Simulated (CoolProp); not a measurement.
R125 at 360.15 K and 1.92 MPa is throttled through a valve to 1.3 MPa with no heat exchange. Each further row changes one setting.

Computed with CoolProp (reference Helmholtz-energy equation of state, Lemmon 2005).

| case | temperature change (K) | final density (kg/m³) |
|---|---|---|
| as stated | ___ | ___ |
| outlet pressure 0.39 MPa | ___ | ___ |
| outlet pressure 1.69 MPa | ___ | ___ |

Task: Fill in the missing entries.

Result: 
- as stated, temperature change (K): -5.6
- as stated, final density (kg/m³): 59.7
- outlet pressure 0.39 MPa, temperature change (K): -13.8
- outlet pressure 0.39 MPa, final density (kg/m³): 16.8
- outlet pressure 1.69 MPa, temperature change (K): -2.1
- outlet pressure 1.69 MPa, final density (kg/m³): 79.7
